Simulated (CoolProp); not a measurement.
1000 sccm (0 °C, 1 atm) of nitrogen bubbles through liquid octamethyltrisiloxane (MDM) at 360.1 K and leaves saturated at a total pressure of 0.15 MPa (ideal gas phase). Each further row changes one setting.

Computed with CoolProp (reference Helmholtz-energy equation of state, Thol 2017).

```tsv
case	vapour pressure (kPa)	mole fraction of vapour	delivery (mg/min)	delivery (sccm)	change of delivery for a bath 1 K warmer (%)
as stated	12.1	0.0806	925	…	4.5
bath temperature 365.1 K	14.7	0.0982	…	109	…
total pressure 0.3 MPa	12.1	0.0403	…	42.0	4.3
```

Task: Some entries are withheld; supply them.

Result: 
- as stated, delivery (sccm): 87.7
- bath temperature 365.1 K, delivery (mg/min): 1150
- bath temperature 365.1 K, change of delivery for a bath 1 K warmer (%): 4.4
- total pressure 0.3 MPa, delivery (mg/min): 443
